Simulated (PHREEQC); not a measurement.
A column of 1 m (40 cells, dispersivity 0.05 m, 60 s a shift, diffusion coefficient 3e-10 m²/s) holds 0.015 eq of the database's cation exchanger X per kg of pore water, first in equilibrium with 0.032 mol/kgw (NH4)2SO4, 0.0015 mol/kgw KCl and 1e-05 mol/kgw HCl. It is flushed with 3.2 mmol/kgw MgCl2 and 0.01 mmol/kgw HCl, at 25 °C. Values are for the last cell. CO2 from the air is kept out. No solid was allowed to form.

The series has 32 steps of pore volumes, from 0 to 6.987.

Model: ion-association model, phreeqc.dat, run in PHREEQC.

After how many pore volumes does Mg at the outlet first reach half of its feed value?

By 3.4 pore volumes.
